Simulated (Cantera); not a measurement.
An adiabatic, constant-volume homogeneous reactor starts with CO : H2 : O2 : N2 = 1 : 0.17 : 0.591 : 5.67 (molar parts), at 1525 K and 9.87 atm.

Detailed kinetics in Cantera: GRI-Mech 3.0 (53 species, 325 reactions). The hydrogen kinetics of GRI-Mech 3.0 are dated; newer H2 mechanisms differ, most at raised pressure.

x: mole fraction; the columns are a selection and need not sum to one.

```
t (s)     T (K)  P (bar)    x CO      x H2    x O2       x H   x CO2    x HO2      x NO
--------  -----  -------  ------  --------  ------  --------  ------  -------  --------
7.00e-6    1897     12.2   0.102   0.00157  0.0482   0.00444  0.0349        …   1.59e-5
2.28e-5    2532     15.7  0.0439   0.00129  0.0209   0.00137  0.0983        …  0.000286
7.43e-5    2695     16.6  0.0287  0.000799  0.0138  0.000471   0.115        …   0.00103
0.000242   2710     16.6  0.0269  0.000749  0.0121  0.000399   0.117        …   0.00273
0.000788   2701     16.6  0.0271  0.000763  0.0109  0.000390   0.117  2.39e-6   0.00555
0.00257    2696     16.5  0.0273  0.000771  0.0103  0.000385   0.117  2.27e-6   0.00707
0.00837    2696     16.5  0.0273  0.000772  0.0103  0.000385   0.116  2.26e-6   0.00713
0.0273     2696     16.5  0.0273  0.000772  0.0103  0.000385   0.116  2.26e-6   0.00713
0.0888     2696     16.5  0.0273  0.000772  0.0103  0.000385   0.116  2.26e-6   0.00713
0.289      2696     16.5  0.0273  0.000772  0.0103  0.000385   0.116  2.26e-6   0.00713
0.942      2696     16.5  0.0273  0.000772  0.0103  0.000385   0.116  2.26e-6   0.00713
3.07       2696     16.5  0.0273  0.000772  0.0103  0.000385   0.116  2.26e-6   0.00713
10.0       2696     16.5  0.0273  0.000772  0.0103  0.000385   0.116  2.26e-6   0.00713
```

Q: Fill in the missing entries.

A: 
- 7.00e-6, x HO2: 5.72e-5
- 2.28e-5, x HO2: 6.36e-6
- 7.43e-5, x HO2: 3.00e-6
- 0.000242, x HO2: 2.64e-6
